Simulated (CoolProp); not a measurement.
Vapour-liquid equilibrium of R143a (1) + propane (2) at 1.28 MPa; x and y are mole fractions of (1).

Model: multi-fluid Helmholtz-energy mixture model, Lemmon and Jacobsen 2000 and Lemmon 2009; pair parameters Bell 2016, in CoolProp.

Q: Give the bubble temperature and the first vapour's composition at x = 0.25, 0.55, 0.75. Is there an azeotrope?

A: x = 0.25: 296.6 K, y = 0.383; x = 0.55: 293.0 K, y = 0.574; x = 0.75: 293.5 K, y = 0.709. y crosses x between x = 0.55 and 0.65: the model has an azeotrope there.

The pair parameters rest on a limited set of measurements; away from them the model extrapolates.
